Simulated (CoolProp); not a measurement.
CH3F (R41) along the isotherm 50.15 °C: fugacity coefficient from the reference equation and from simpler models built on Tc = 44.1 °C, pc = 5906 kPa, ω = 0.200; each cubic takes its own stable root.

Model: reference Helmholtz-energy equation of state, Lemmon 2006, in CoolProp. It is a short technical equation, of lower accuracy than the large ones.

```
p (kPa)          phase  reference
-------  -------------  ---------
28                 gas     0.9982
41.1               gas     0.9974
60.4               gas     0.9962
88.6               gas     0.9945
130                gas     0.9919
191                gas     0.9881
280                gas     0.9825
411                gas     0.9744
604                gas     0.9625
886                gas     0.9452
1300               gas     0.9202
1910               gas     0.8839
2800               gas     0.8320
4110               gas     0.7575
6040     supercritical     0.6483
8860     supercritical     0.4891
```

Problem. How far does each simpler model (van der Waals, Peng-Robinson) lie from the reference over these 16 states: mean and median of the absolute difference, and the worst?

Solution. 
- van der Waals: mean 2.5 %, median 0.7 %, worst +12.7 % at 50.15 °C and 8860 kPa
- Peng-Robinson: mean 0.5 %, median 0.1 %, worst +3.8 % at 50.15 °C and 8860 kPa
